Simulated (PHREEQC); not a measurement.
Solution (25 °C): 0.00315 mol/kgw H3PO4 and 0.0033 mol/kgw HF. Closed to the air; pH follows from the charge balance.

The numbers come from PHREEQC with the ion-association model, phreeqc.dat.

The pH comes out as 2.56 and the ionic strength comes out as 0.00294 mol/kgw. The specific conductance is 1090 µS/cm and the total alkalinity is -6.45 meq/kg.

| species | molality | activity | log γ |
|---|---|---|---|
| H+ | 0.00294 | 0.00279 | -0.024 |
| HF | 0.00262 | 0.00262 | 0.000 |
| H2PO4- | 0.00227 | 0.00214 | -0.025 |
| H3PO4 | 0.000879 | 0.000879 | 0.000 |
| F- | 0.000666 | 0.000627 | -0.026 |
| HF2- | 6.70e-6 | 6.31e-6 | -0.026 |
| HPO4-2 | 6.03e-8 | 4.77e-8 | -0.102 |

This is a speciation only: nothing precipitates in the calculation. Species that the database lacks are ignored.
